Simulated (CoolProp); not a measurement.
Vapour-liquid equilibrium of carbon dioxide (1) + 1-butene (2) at 249.6 K; x and y are mole fractions of (1).

Values from CoolProp's multi-fluid Helmholtz-energy mixture model, Span 1996 and Lemmon 2005; pair parameters Bell 2016.

| x | bubble pressure (MPa) | y at the bubble point | dew pressure at overall composition x (MPa) | liquid density (mol/L) |
|---|---|---|---|---|
| 0.05 | 0.1573 | 0.694 | 0.05162 | 11.84 |
| 0.2 | 0.4970 | 0.909 | 0.06127 | 12.95 |
| 0.35 | 0.8025 | 0.948 | 0.07527 | 14.24 |
| 0.5 | 1.044 | 0.964 | 0.09747 | 15.74 |
| 0.65 | 1.240 | 0.974 | 0.1382 | 17.53 |
| 0.8 | 1.432 | 0.983 | 0.2373 | 19.75 |
| 0.95 | 1.667 | 0.995 | 0.8245 | 22.63 |

No azeotrope shows between x = 0.05 and 0.95.

The pair parameters rest on a limited set of measurements; away from them the model extrapolates. The gap from Raoult's law changes sign with composition, which may be real or a fault of the pair parameters; it wasn't checked against measurements.
